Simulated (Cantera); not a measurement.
An isothermal, constant-pressure homogeneous reactor starts with 1.09 % H₂, 98.9 % O₂, equivalence ratio 0.0055, at 1325 K and 0.0267 bar.

Detailed kinetics in Cantera: the H2/O2 subset of GRI-Mech 3.0, which has no nitrogen chemistry. Radical loss at walls, strong at low pressure, is not modelled.

One state of this run: x H₂ = 4.01e-5; x O₂ = 0.981; x H = 0.000291; x H₂O = 0.0102; x O = 0.00778; x HO₂ = 1.08e-6. x: mole fraction; the columns are a selection and need not sum to one.

Q: Which value of t (s) does it belong to?
(A) 0.0173
(B) 0.000535
(C) 0.176
(D) 0.00305

A: A, 0.0173
